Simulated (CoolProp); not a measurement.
Vapour pressure (bar) of R115: the reference equation beside estimates from Tc = 353.1 K, pc = 31.29 bar, ω = 0.248. Clausius-Clapeyron is anchored at 258.6 K with a constant enthalpy of vaporisation of 17.80 kJ/mol.

Computed with CoolProp (reference Helmholtz-energy equation of state, Lemmon 2016).

```csv
T (K),reference,Lee-Kesler,Clausius-Clapeyron,van der Waals,Redlich-Kwong,Soave-Redlich-Kwong,Peng-Robinson
231.6,0.9118,0.9048,1.032,4.463,1.541,0.9061,0.9109
240.6,1.352,1.348,1.458,5.459,2.170,1.348,1.348
249.6,1.941,1.943,2.010,6.592,2.970,1.942,1.933
258.6,2.709,2.719,2.709,7.868,3.962,2.719,2.698
267.6,3.687,3.708,3.579,9.294,5.169,3.712,3.674
276.6,4.908,4.942,4.643,10.88,6.613,4.958,4.899
285.6,6.408,6.456,5.926,12.62,8.316,6.493,6.409
294.6,8.224,8.285,7.451,14.53,10.30,8.355,8.245
303.6,10.40,10.47,9.242,16.61,12.58,10.58,10.45
312.6,12.97,13.06,11.32,18.86,15.18,13.22,13.06
321.6,15.98,16.09,13.72,21.30,18.12,16.31,16.14
330.6,19.51,19.64,16.44,23.92,21.41,19.89,19.73
```

Absolute difference from the reference over all 12 rows, mean and median: Lee-Kesler 0.6 and 0.7 %, Clausius-Clapeyron 8.6 and 8.6 %, van der Waals 144.3 and 109.3 %, Redlich-Kwong 35.0 and 32.3 %, Soave-Redlich-Kwong 1.1 and 1.2 %, Peng-Robinson 0.4 and 0.4 %.
